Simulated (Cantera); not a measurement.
**Gas-phase reforming**

A perfectly stirred reactor is fed with CH4 : CO2 : H2 = 1 : 1.1 : 0.8 (molar parts), at 25.0 bar; it is held at 1775 K, and followed from long to short residence time.

Cantera simulation using GRI-Mech 3.0 (53 species, 325 reactions); the numbers are that mechanism's predictions, not measurements. The pressure lies above the range GRI-Mech 3.0 was tuned for (to about 10 atm).

| τ (s) | x CH4 | x CO2 | x H2 | x C2H6 | x H | x OH |
|---|---|---|---|---|---|---|
| 3.8 | 0.0294 | 0.0104 | 0.499 | 1.45e-5 | 4.12e-5 | 2.40e-7 |
| 1.5 | 0.0410 | 0.0144 | 0.474 | 2.94e-5 | 4.01e-5 | 3.29e-7 |
| 0.58 | 0.0534 | 0.0202 | 0.443 | 5.30e-5 | 3.87e-5 | 4.54e-7 |
| 0.23 | 0.0648 | 0.0279 | 0.408 | 8.32e-5 | 3.71e-5 | 6.18e-7 |
| 0.090 | 0.0748 | 0.0384 | 0.371 | 0.000118 | 3.52e-5 | 8.23e-7 |
| 0.035 | 0.0841 | 0.0529 | 0.334 | 0.000154 | 3.31e-5 | 1.04e-6 |
| 0.014 | 0.0967 | 0.0743 | 0.305 | 0.000197 | 3.10e-5 | 1.21e-6 |
| 0.0055 | 0.121 | 0.112 | 0.287 | 0.000272 | 2.89e-5 | 1.23e-6 |
| 0.0022 | 0.163 | 0.173 | 0.284 | 0.000411 | 2.72e-5 | 1.03e-6 |
| 0.00085 | 0.221 | 0.252 | 0.289 | 0.000630 | 2.59e-5 | 7.03e-7 |
| 0.00034 | 0.274 | 0.315 | 0.289 | 0.000852 | 2.46e-5 | 4.56e-7 |
x: mole fraction; the columns are a selection and need not sum to one.
